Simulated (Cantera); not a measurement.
An isothermal, constant-pressure homogeneous reactor starts with 1.62 % CO, 0.390 % O₂, 2.76 % H₂O, 95.2 % N₂, equivalence ratio 2.1, at 1200 K and 3.20 bar.

Cantera simulation using GRI-Mech 3.0 (53 species, 325 reactions); the numbers are that mechanism's predictions, not measurements.

Predict: x(CO) at 3.00 s; x(H₂O) at 3.00 s; x(H₂) at 3.00 s; x(H) at 3.00 s.


- x(CO) at 3.00 s = 0.00416 (gas-phase equilibrium 0.00362)
- x(H₂O) at 3.00 s = 0.0235 (gas-phase equilibrium 0.0229)
- x(H₂) at 3.00 s = 0.00425 (gas-phase equilibrium 0.00479)
- x(H) at 3.00 s = 8.93e-8 (gas-phase equilibrium 7.69e-9)
